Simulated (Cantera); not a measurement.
Equilibrium for carbothermic reduction: SiO₂ + CH₄ + H₂

Charge: 1 mol SiO₂, 5.7 mol CH₄, 0.11 mol H₂, at 4.00 bar.

Cantera equilibrium calculation (NASA polynomials, part measured and part estimated; ideal gas, pure solids and liquids). Candidate condensed phases: C, C₆H₆, C₇H₈, C₈H₁₈, H₂O, Si, SiC, SiO₂; 123 gas species. Gases not in the tables: Si₂H₆ and higher silanes. Kinetics and transport are ignored.

From 1825 K to 2125 K the condensed part is C(graphite) + SiC(s). The main Si-bearing gas is SiO throughout. The share of Si in condensed phases is highest at 1825 K (98.8 %) and lowest at 2125 K (97.6 %).

```
T (K)  log p H₂  log p CO  log p CH₄  log p SiO  log p H  log p C₂H₂ (acetylene)  log p H₂O  log p CH₃  n C(graphite)  n SiC(s)
-----  --------  --------  ---------  ---------  -------  ----------------------  ---------  ---------  -------------  --------
1825       0.53     -0.23      -2.09      -2.45    -3.09                   -3.14      -3.30      -4.40           2.69     0.988
1875       0.53     -0.23      -2.16      -2.40    -2.92                   -2.97      -3.40      -4.30           2.70     0.986
1925       0.53     -0.23      -2.22      -2.34    -2.75                   -2.81      -3.50      -4.20           2.70     0.985
1975       0.53     -0.23      -2.28      -2.29    -2.60                   -2.66      -3.59      -4.11           2.70     0.983
2025       0.53     -0.23      -2.34      -2.24    -2.45                   -2.51      -3.67      -4.02           2.70     0.980
2075       0.53     -0.23      -2.39      -2.19    -2.31                   -2.38      -3.76      -3.94           2.70     0.978
2125       0.53     -0.23      -2.45      -2.15    -2.17                   -2.25      -3.84      -3.86           2.70     0.976
```
log p: log10 of the partial pressure in bar; n: condensed amount in mol.
